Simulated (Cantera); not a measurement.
An isothermal, constant-pressure homogeneous reactor starts with 0.567 % H₂, 99.4 % O₂, at 1348 K and 20.0 Torr.

Model: the H2/O2 subset of GRI-Mech 3.0, which has no nitrogen chemistry, integrated in Cantera. Radical loss at walls, strong at low pressure, is not modelled.

x: mole fraction; the columns are a selection and need not sum to one.

| t (s) | x H₂ | x O₂ | x OH | x HO₂ | x H₂O₂ | x O |
|---|---|---|---|---|---|---|
| 0.000200 | 0.00567 | 0.994 | 2.94e-8 | 2.50e-8 | 6.89e-12 | 3.25e-8 |
| 0.000406 | 0.00567 | 0.994 | 8.86e-8 | 5.07e-8 | 2.68e-11 | 1.04e-7 |
| 0.000825 | 0.00567 | 0.994 | 4.40e-7 | 1.03e-7 | 9.84e-11 | 5.38e-7 |
| 0.00168 | 0.00565 | 0.994 | 7.64e-6 | 2.25e-7 | 3.40e-10 | 9.46e-6 |
| 0.00340 | 0.00347 | 0.992 | 0.000990 | 9.28e-7 | 2.56e-8 | 0.00156 |
| 0.00691 | [?] | 0.989 | [?] | 5.95e-7 | [?] | 0.00496 |
| 0.0140 | 1.25e-5 | 0.989 | 0.000657 | 5.55e-7 | 1.30e-8 | 0.00477 |
| 0.0285 | 1.15e-5 | 0.990 | 0.000630 | 5.30e-7 | 1.27e-8 | 0.00437 |
| 0.0579 | 9.78e-6 | 0.990 | 0.000581 | 4.86e-7 | 1.20e-8 | 0.00368 |
| 0.118 | 7.26e-6 | 0.991 | 0.000501 | 4.12e-7 | 1.08e-8 | 0.00271 |
| 0.239 | 4.41e-6 | 0.992 | 0.000391 | 3.10e-7 | 8.81e-9 | 0.00163 |
| 0.485 | 2.11e-6 | 0.993 | 0.000271 | 1.98e-7 | 6.13e-9 | 0.000771 |
| 0.985 | [?] | 0.994 | [?] | [?] | [?] | [?] |
| 2.00 | 2.71e-7 | 0.994 | 9.74e-5 | 4.94e-8 | 1.60e-9 | 9.80e-5 |

Q: Complete the blanks.

A: 
- 0.00691, x H₂: 2.12e-5
- 0.00691, x OH: 0.000710
- 0.00691, x H₂O₂: 1.45e-8
- 0.985, x H₂: 8.11e-7
- 0.985, x OH: 0.000168
- 0.985, x HO₂: 1.06e-7
- 0.985, x H₂O₂: 3.47e-9
- 0.985, x O: 0.000294
